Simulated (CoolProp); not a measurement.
Saturation properties of R125.

Model: reference Helmholtz-energy equation of state, Lemmon 2005, in CoolProp.

```json
[
 {"T (K)": "192.5", "p (MPa)": "0.01477", "enthalpy of vaporisation (kJ/kg)": "180.7", "liquid cp (kJ/(kg K))": "1.057"},
 {"T (K)": "203.9", "p (MPa)": "0.03152", "enthalpy of vaporisation (kJ/kg)": "175.1", "liquid cp (kJ/(kg K))": "1.075"},
 {"T (K)": "215.3", "p (MPa)": "0.06116", "enthalpy of vaporisation (kJ/kg)": "169.3", "liquid cp (kJ/(kg K))": "1.095"},
 {"T (K)": "226.7", "p (MPa)": "0.1097", "enthalpy of vaporisation (kJ/kg)": "163.2", "liquid cp (kJ/(kg K))": "1.118"},
 {"T (K)": "238.1", "p (MPa)": "0.1845", "enthalpy of vaporisation (kJ/kg)": "156.7", "liquid cp (kJ/(kg K))": "1.144"},
 {"T (K)": "249.5", "p (MPa)": "0.2936", "enthalpy of vaporisation (kJ/kg)": "149.8", "liquid cp (kJ/(kg K))": "1.174"},
 {"T (K)": "260.9", "p (MPa)": "0.4464", "enthalpy of vaporisation (kJ/kg)": "142.2", "liquid cp (kJ/(kg K))": "1.208"},
 {"T (K)": "272.3", "p (MPa)": "0.6527", "enthalpy of vaporisation (kJ/kg)": "133.8", "liquid cp (kJ/(kg K))": "1.251"},
 {"T (K)": "283.7", "p (MPa)": "0.9235", "enthalpy of vaporisation (kJ/kg)": "124.4", "liquid cp (kJ/(kg K))": "1.306"},
 {"T (K)": "295.1", "p (MPa)": "1.271", "enthalpy of vaporisation (kJ/kg)": "113.6", "liquid cp (kJ/(kg K))": "1.382"},
 {"T (K)": "306.5", "p (MPa)": "1.707", "enthalpy of vaporisation (kJ/kg)": "100.8", "liquid cp (kJ/(kg K))": "1.498"},
 {"T (K)": "317.9", "p (MPa)": "2.248", "enthalpy of vaporisation (kJ/kg)": "84.92", "liquid cp (kJ/(kg K))": "1.717"},
 {"T (K)": "329.3", "p (MPa)": "2.912", "enthalpy of vaporisation (kJ/kg)": "62.89", "liquid cp (kJ/(kg K))": "2.377"}
]
```

It boils at 225.1 K under 1 atm.
